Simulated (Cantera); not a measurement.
A perfectly stirred reactor is fed with H2 : O2 = 0.032 : 1 (molar parts), equivalence ratio 0.016, at 20.0 Torr; it is held at 973 K, and followed from long to short residence time.

Computed with Cantera and GRI-Mech 3.0 (53 species, 325 reactions). Radical loss at walls, strong at low pressure, is not modelled.

### Question
What does this change do: O2 1 to 0.19 parts?

### Answer
```csv
quantity,before,after
x(H2) at τ = 0.620 s,0.000467,0.00142
x(O2) at τ = 0.620 s,0.968,0.844
x(H2O2) at τ = 0.620 s,1.42e-7,5.70e-7
x(H2O) at τ = 0.620 s,0.0309,0.153
x(O) at τ = 0.620 s,0.000571,0.000649
x(H2) at τ = 28.0 ms,0.00249,0.00781
x(O2) at τ = 28.0 ms,0.965,0.840
x(H2O2) at τ = 28.0 ms,3.21e-7,9.47e-7
x(H2O) at τ = 28.0 ms,0.0282,0.144
x(O) at τ = 28.0 ms,0.00284,0.00378
```
The temperature is held fixed by assumption; the heat of reaction is taken as removed at once.

### Question
What does this change do: O2 1 to 0.31 parts?

### Answer
```json
[
 {"quantity": "x(H2) at τ = 0.620 s", "before": "0.000467", "after": "0.00100"},
 {"quantity": "x(O2) at τ = 0.620 s", "before": "0.968", "after": "0.901"},
 {"quantity": "x(H2O2) at τ = 0.620 s", "before": "1.42e-7", "after": "3.68e-7"},
 {"quantity": "x(H2O) at τ = 0.620 s", "before": "0.0309", "after": "0.0968"},
 {"quantity": "x(O) at τ = 0.620 s", "before": "0.000571", "after": "0.000656"},
 {"quantity": "x(H2) at τ = 28.0 ms", "before": "0.00249", "after": "0.00547"},
 {"quantity": "x(O2) at τ = 28.0 ms", "before": "0.965", "after": "0.897"},
 {"quantity": "x(H2O2) at τ = 28.0 ms", "before": "3.21e-7", "after": "6.69e-7"},
 {"quantity": "x(H2O) at τ = 28.0 ms", "before": "0.0282", "after": "0.0906"},
 {"quantity": "x(O) at τ = 28.0 ms", "before": "0.00284", "after": "0.00368"}
]
```
The temperature is held fixed by assumption; the heat of reaction is taken as removed at once.
